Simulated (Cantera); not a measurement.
An isothermal, constant-pressure homogeneous reactor starts with N2O : H2O = 1 : 0.0072 (molar parts), at 1600 K and 16000 Pa. Integrator tolerance rtol = 1e-08.

Cantera simulation using GRI-Mech 3.0 (53 species, 325 reactions); the numbers are that mechanism's predictions, not measurements. GRI-Mech 3.0 was tuned for natural gas; its chemistry of N2O as a main component is partial and can be far from experiment. The temperature is held fixed by assumption; the heat of reaction is taken as removed at once.

### Question
What does this change do: N2O 1 to 0.11 parts?

### Answer
```json
[
 {"quantity": "x(N2O) at 4.00 s", "before": "8.98e-6 (gas-phase equilibrium 4.90e-8)", "after": "5.09e-6 (gas-phase equilibrium 4.62e-8)"},
 {"quantity": "x(H2O) at 4.00 s", "before": "0.00475 (gas-phase equilibrium 0.00474)", "after": "0.0417 (gas-phase equilibrium 0.0417)"},
 {"quantity": "x(H) at 4.00 s", "before": "5.52e-8 (gas-phase equilibrium 5.08e-8)", "after": "1.63e-7 (gas-phase equilibrium 1.52e-7)"},
 {"quantity": "x(NO) at 4.00 s", "before": "0.170 (gas-phase equilibrium 0.00224)", "after": "0.140 (gas-phase equilibrium 0.00215)"},
 {"quantity": "x(OH) at 4.00 s", "before": "6.38e-5 (gas-phase equilibrium 6.85e-5)", "after": "0.000190 (gas-phase equilibrium 0.000201)"},
 {"quantity": "x(O) at 4.00 s", "before": "1.82e-5 (gas-phase equilibrium 2.10e-5)", "after": "1.83e-5 (gas-phase equilibrium 2.06e-5)"},
 {"quantity": "x(O2) at 4.00 s", "before": "0.246 (gas-phase equilibrium 0.331)", "after": "0.249 (gas-phase equilibrium 0.318)"}
]
```
